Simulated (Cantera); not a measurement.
A closed system holds: 1 mol BF3, 0.54 mol N2, 0.88 mol O2, equilibrated at 902 °C and 75.0 Torr.

Method: chemical equilibrium by Gibbs-energy minimisation in Cantera with the NASA 1993 tables (ideal gas, pure condensed phases). Candidate condensed phases: B, BN, B2O3; 31 gas species. Kinetics and transport are ignored.

Q: What is the equilibrium state?

A: 
```
Quantity                             Value
-------------------------------  ---------
x(BF3)                               0.413
x(O2)                                0.364
x(N2)                                0.223
x(NO)                             0.000113
gas amount                       2.420 mol
log10 activity of B(s) (absent)     -27.71
```
